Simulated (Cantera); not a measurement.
A closed system holds: 1 mol B₂O₃, 1.1 mol H₂, 2.2 mol N₂, at 1900 K and 37.0 mbar.

These are equilibrium values from Cantera (NASA tables, ideal gas, pure condensed phases), not measurements of a reactor. Candidate condensed phases: B, BN, B₂O₃, B₃O₃H₃, H₂O; 39 gas species. The numbers say what is thermodynamically allowed, not how fast it happens.

Base state: N₂ 0.510, H₂ 0.210, B₂O₃ 0.175, HBO₂ 0.0554, HBO 0.0289, B₂O₂ 0.0127, BO 0.00417, H 0.00189 (mole fractions); condensed: gas only.

**Question.** What changes in the equilibrium state with this change: temperature from 1900 K to 1325 K?

**Answer.** 
```
species        before     after
------------  -------  --------
N₂              0.510     0.666
H₂              0.210     0.332
H₂O           0.00155  0.000814
B₂O₃            0.175   9.91e-6
B₂O₂           0.0127   6.10e-8
HBO            0.0289   3.98e-5
HBO₂           0.0554  0.000613
BO            0.00417   2.03e-8
BO₂           4.95e-5     <1e-9
H             0.00189   4.90e-6
BN(s), mol          0   0.00242
B₂O₃(l), mol        0     0.998
```
N₂ is the only nitrogen source here; it is nearly inert below about 1500 K, so the nitride shown seldom forms there in practice. Mutual solubility and eutectic melting of coexisting phases are not modelled.
